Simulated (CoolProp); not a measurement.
Properties of nitrogen at several states (Tc = 126.2 K, pc = 3.396 MPa, ω = 0.037).

The numbers come from the reference Helmholtz-energy equation of state, Span 2000 in CoolProp.

| T (K) | p (MPa) | phase | Z | cv (kJ/(kg K)) | Joule-Thomson coefficient (K/MPa) |
|---|---|---|---|---|---|
| 461.8 | 0.012 | gas | 1.000 | … | 0.5973 |
| 462.2 | 1.16 | gas | 1.004 | 0.7549 | … |
| 498.3 | 0.0667 | gas | 1.000 | 0.7589 | 0.4064 |
| 529.2 | 0.0268 | gas | 1.000 | … | … |
| 477.3 | 0.301 | gas | 1.001 | 0.7560 | … |
| 651.1 | 0.811 | gas | 1.003 | 0.7899 | -0.1262 |

Task: What belongs in the gaps?

Result: 
- 461.8, cv (kJ/(kg K)): 0.7537
- 462.2, Joule-Thomson coefficient (K/MPa): 0.5592
- 529.2, cv (kJ/(kg K)): 0.7640
- 529.2, Joule-Thomson coefficient (K/MPa): 0.2713
- 477.3, Joule-Thomson coefficient (K/MPa): 0.5042
